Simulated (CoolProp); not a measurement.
Sulfur dioxide at 298.15 K and 0.0862 MPa is compressed adiabatically to 0.645 MPa with isentropic efficiency 0.9. Each further row changes one setting.

Computed with CoolProp (reference Helmholtz-energy equation of state, Gao 2016).

| case | work (kJ/kg) | final temperature (K) | final density (kg/m³) |
|---|---|---|---|
| as stated | ? | ? | 11.1 |
| efficiency 1 | ? | ? | 11.5 |
| efficiency 0.65 | 145 | 513.7 | ? |

Problem. Fill in the missing entries.

Solution. 
- as stated, work (kJ/kg): 105
- as stated, final temperature (K): 459.3
- efficiency 1, work (kJ/kg): 94.2
- efficiency 1, final temperature (K): 445.0
- efficiency 0.65, final density (kg/m³): 9.82
